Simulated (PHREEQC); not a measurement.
1 kg of water holding 25 mmol/kgw KHCO3, 25 mmol/kgw K2CO3, 4.7 mmol/kgw KCl and 3.7 mmol/kgw K2SO4 is evaporated at 25 °C; the solids stay in contact with the brine. No CO2 enters from the air. Only these solids could form: Arcanite, Kalicinite, Misenite, Sylvite.

Computed with PHREEQC (Pitzer model, pitzer.dat).

```csv
water left (kg),ionic strength,water activity,Kalicinite (mol),Arcanite (mol),Cl in solution (mol/kgw)
1,0.116,0.998,0,0,0.00470
0.6755,0.171,0.997,0,0,0.00696
0.375,0.309,0.994,0,0,0.0125
0.2533,0.457,(withheld),0,0,0.0186
0.1407,0.823,0.985,0,0,0.0334
0.09502,1.22,0.978,0,0,0.0495
0.05276,2.20,0.961,0,0,0.0891
0.03564,3.25,0.942,0,0,0.132
0.01979,5.64,(withheld),0,0.00138,0.238
0.01337,8.03,(withheld),0,0.00280,0.351
0.007429,12.3,0.746,0.0138,0.00354,0.633
0.005015,16.9,0.623,0.0199,0.00367,0.937
```

### Question
What belongs in the gaps?

### Answer

- 0.2533, water activity: 0.991
- 0.01979, water activity: 0.895
- 0.01337, water activity: 0.844

Complexes and solids missing from the database can't appear.
